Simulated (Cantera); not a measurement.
An adiabatic, constant-volume homogeneous reactor starts with C2H4 : O2 : N2 : H2O = 1 : 2.5 : 9.4 : 0.33 (molar parts), at 1650 K and 0.970 bar. Integrator tolerance rtol = 1e-08.

Model: GRI-Mech 3.0 (53 species, 325 reactions), integrated in Cantera. GRI-Mech 3.0 was tuned for natural gas; its chemistry of ethylene as a main component is partial and can be far from experiment. Above 3000 K some thermodynamic fits are extrapolated.

Q: What does this change do: N2 9.4 to 21 parts?

A: 
```csv
quantity,before,after
time of steepest temperature rise,17.9 µs,30.3 µs
temperature at 3.00 s,3038 K,2732 K
equilibrium temperature,3038 K,2732 K
x(C2H4) at 3.00 s,<1e-12 (gas-phase equilibrium <1e-12),<1e-12 (gas-phase equilibrium <1e-12)
x(O2) at 3.00 s,0.0155 (gas-phase equilibrium 0.0155),0.00475 (gas-phase equilibrium 0.00475)
x(H2O) at 3.00 s,0.105 (gas-phase equilibrium 0.105),0.0703 (gas-phase equilibrium 0.0703)
x(OH) at 3.00 s,0.0260 (gas-phase equilibrium 0.0260),0.00805 (gas-phase equilibrium 0.00805)
x(CO2) at 3.00 s,0.0430 (gas-phase equilibrium 0.0430),0.0341 (gas-phase equilibrium 0.0341)
x(H) at 3.00 s,0.0224 (gas-phase equilibrium 0.0224),0.00575 (gas-phase equilibrium 0.00575)
x(NO) at 3.00 s,0.0123 (gas-phase equilibrium 0.0123),0.00512 (gas-phase equilibrium 0.00512)
```
